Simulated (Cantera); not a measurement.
Cantera run, input and output.

```python
import numpy as np
import cantera as ct

gas = ct.Solution("gri30.yaml")
gas.TPX = 1823, 36000, {'NO': 1, 'N2': 0.68}
reactor = ct.IdealGasConstPressureReactor(gas, energy="off", clone=False)
net = ct.ReactorNet([reactor])
net.rtol, net.atol = 1e-08, 1e-18
show = ['NO', 'O2', 'O', 'N2O', 'NO2']
times = np.geomspace(3e-05, 3, 15)

steps = ct.SolutionArray(gas, extra=["t"])
rows = []
print(f"{'t/s':>10s}{'T/K':>9s}{'P/Pa':>11s}" + "".join(f"{s:>11s}" for s in show))
for t in times:
    while net.time < t:
        t_next = net.step()
        steps.append(gas.state, t=t_next)
    rows.append([np.interp(t, steps.t, y) for y in (steps.T, steps.P, *steps(*show).X.T)])
    print(f"{t:10.3e}{rows[-1][0]:9.1f}{rows[-1][1]:11.4g}" + "".join(f"{x:11.3e}" for x in rows[-1][2:]))
rate = np.gradient(steps.T, steps.t)
print("integrator steps:", len(steps.t))
if steps.T.max() > steps.T[0] + 200:
    print(f"time of steepest temperature rise: {steps.t[rate.argmax()]:.4e} s")
gas.TPX = 1823, 36000, {'NO': 1, 'N2': 0.68}
gas.equilibrate("TP")
print(f"equilibrium (TP): T = {gas.T:.1f} K  " + "  ".join(f"{s} {gas[s].X[0]:.3e}" for s in show))
```

Output:

```
       t/s      T/K       P/Pa         NO         O2          O        N2O        NO2
 3.000e-05   1823.0    3.6e+04  5.952e-01  1.914e-09  9.564e-07  1.081e-06  1.329e-07
 6.828e-05   1823.0    3.6e+04  5.952e-01  9.142e-09  1.878e-06  2.450e-06  6.120e-07
 1.554e-04   1823.0    3.6e+04  5.952e-01  4.177e-08  3.220e-06  5.517e-06  2.498e-06
 3.536e-04   1823.0    3.6e+04  5.952e-01  1.905e-07  4.786e-06  1.226e-05  8.439e-06
 8.048e-04   1823.0    3.6e+04  5.952e-01  9.851e-07  7.184e-06  2.644e-05  2.359e-05
 1.832e-03   1823.0    3.6e+04  5.951e-01  6.457e-06  1.203e-05  5.342e-05  5.752e-05
 4.168e-03   1823.0    3.6e+04  5.949e-01  4.462e-05  1.908e-05  9.429e-05  1.111e-04
 9.487e-03   1823.0    3.6e+04  5.944e-01  2.124e-04  2.342e-05  1.320e-04  1.439e-04
 2.159e-02   1823.0    3.6e+04  5.935e-01  6.693e-04  2.485e-05  1.443e-04  1.536e-04
 4.914e-02   1823.0    3.6e+04  5.914e-01  1.729e-03  2.626e-05  1.437e-04  1.634e-04
 1.118e-01   1823.0    3.6e+04  5.865e-01  4.129e-03  2.911e-05  1.409e-04  1.831e-04
 2.545e-01   1823.0    3.6e+04  5.757e-01  9.523e-03  3.463e-05  1.349e-04  2.197e-04
 5.792e-01   1823.0    3.6e+04  5.519e-01  2.139e-02  4.430e-05  1.226e-04  2.779e-04
 1.318e+00   1823.0    3.6e+04  5.023e-01  4.611e-02  5.942e-05  9.990e-05  3.491e-04
 3.000e+00   1823.0    3.6e+04  4.108e-01  9.183e-02  7.995e-05  6.536e-05  3.930e-04
integrator steps: 670
equilibrium (TP): T = 1823.0 K  NO 5.036e-03  O2 2.950e-01  O 1.374e-04  N2O 1.631e-07  NO2 8.552e-06
```

Cantera simulation using GRI-Mech 3.0 (53 species, 325 reactions); the numbers are that mechanism's predictions, not measurements.
